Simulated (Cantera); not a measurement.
Cantera run, input and output.

```python
import numpy as np
import cantera as ct

gas = ct.Solution("gri30.yaml")
gas.TPX = 1775, 2700000, {'C3H8': 1, 'O2': 10.6, 'N2': 40}
reactor = ct.IdealGasReactor(gas, energy="on", clone=False)
net = ct.ReactorNet([reactor])
net.rtol, net.atol = 1e-08, 1e-16
show = ['C3H8', 'O2', 'CH2', 'CO', 'H2O']
times = np.geomspace(6e-06, 0.2, 14)

steps = ct.SolutionArray(gas, extra=["t"])
rows = []
print(f"{'t/s':>10s}{'T/K':>9s}{'P/Pa':>11s}" + "".join(f"{s:>11s}" for s in show))
for t in times:
    while net.time < t:
        t_next = net.step()
        steps.append(gas.state, t=t_next)
    rows.append([np.interp(t, steps.t, y) for y in (steps.T, steps.P, *steps(*show).X.T)])
    print(f"{t:10.3e}{rows[-1][0]:9.1f}{rows[-1][1]:11.4g}" + "".join(f"{x:11.3e}" for x in rows[-1][2:]))
rate = np.gradient(steps.T, steps.t)
print("integrator steps:", len(steps.t))
if steps.T.max() > steps.T[0] + 200:
    print(f"time of steepest temperature rise: {steps.t[rate.argmax()]:.4e} s")
gas.TPX = 1775, 2700000, {'C3H8': 1, 'O2': 10.6, 'N2': 40}
gas.equilibrate("UV")
print(f"equilibrium (UV): T = {gas.T:.1f} K  " + "  ".join(f"{s} {gas[s].X[0]:.3e}" for s in show))
```

Output:

```
       t/s      T/K       P/Pa       C3H8         O2        CH2         CO        H2O
 6.000e-06   2897.4   4.53e+06  1.865e-40  1.035e-01  1.936e-13  5.381e-03  6.847e-02
 1.337e-05   2893.7  4.524e+06  1.991e-44  1.026e-01  1.149e-15  5.319e-03  6.855e-02
 2.978e-05   2886.1  4.511e+06  7.699e-45  1.008e-01  7.888e-16  5.224e-03  6.870e-02
 6.636e-05   2873.5   4.49e+06  6.181e-45  9.786e-02  6.788e-16  5.071e-03  6.895e-02
 1.478e-04   2858.8  4.466e+06  4.750e-45  9.443e-02  5.666e-16  4.896e-03  6.923e-02
 3.294e-04   2849.7  4.451e+06  4.027e-45  9.232e-02  5.058e-16  4.791e-03  6.940e-02
 7.339e-04   2848.1  4.448e+06  3.905e-45  9.193e-02  4.952e-16  4.771e-03  6.943e-02
 1.635e-03   2848.0  4.448e+06  3.903e-45  9.193e-02  4.950e-16  4.771e-03  6.943e-02
 3.643e-03   2848.0  4.448e+06  3.903e-45  9.193e-02  4.950e-16  4.771e-03  6.943e-02
 8.117e-03   2848.0  4.448e+06  3.903e-45  9.193e-02  4.950e-16  4.771e-03  6.943e-02
 1.808e-02   2848.0  4.448e+06  3.903e-45  9.193e-02  4.950e-16  4.771e-03  6.943e-02
 4.029e-02   2848.0  4.448e+06  3.903e-45  9.193e-02  4.950e-16  4.771e-03  6.943e-02
 8.977e-02   2848.0  4.448e+06  3.903e-45  9.193e-02  4.950e-16  4.771e-03  6.943e-02
 2.000e-01   2848.0  4.448e+06  3.903e-45  9.193e-02  4.950e-16  4.771e-03  6.943e-02
integrator steps: 1578
time of steepest temperature rise: 1.2534e-06 s
equilibrium (UV): T = 2848.0 K  C3H8 7.402e-45  O2 9.193e-02  CH2 7.193e-16  CO 4.771e-03  H2O 6.943e-02
```

Model: GRI-Mech 3.0 (53 species, 325 reactions), integrated in Cantera. GRI-Mech 3.0 was tuned for natural gas; its chemistry of propane as a main component is partial and can be far from experiment. The pressure lies above the range GRI-Mech 3.0 was tuned for (to about 10 atm).
